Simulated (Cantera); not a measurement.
A closed system holds: 1 mol SiCl4, 0.56 mol CH4, 44 mol H2, at 0.240 bar.

Method: chemical equilibrium by Gibbs-energy minimisation in Cantera with the NASA 1993 tables (ideal gas, pure condensed phases). Candidate condensed phases: C, C6H6, C7H8, C8H18, Si, SiC; 109 gas species. The tables' values for SiCl3 are old estimates; treat these amounts as uncertain. The numbers say what is thermodynamically allowed, not how fast it happens. All values below are at 975 °C.

Base state: H2 0.935, HCl 0.0557, SiCl4 0.00382, SiHCl3 0.00226, SiCl2 0.00211, SiCl3 0.00106, SiH2Cl2 0.000181, CH4 2.06e-5 (mole fractions); condensed: SiC(s).

### Question
What changes in the equilibrium state with this change: pressure from 0.240 bar to 62.0 mbar?

### Answer
| species | before | after |
|---|---|---|
| H2 | 0.935 | 0.931 |
| HCl | 0.0557 | 0.0593 |
| SiCl2 | 0.00211 | 0.00442 |
| CH4 | 2.06e-5 | 2.87e-6 |
| SiH2Cl2 | 0.000181 | 9.79e-5 |
| SiHCl3 | 0.00226 | 0.00130 |
| SiCl4 | 0.00382 | 0.00235 |
| SiCl3 | 0.00106 | 0.00120 |
| SiC(s), mol | 0.559 | 0.560 |
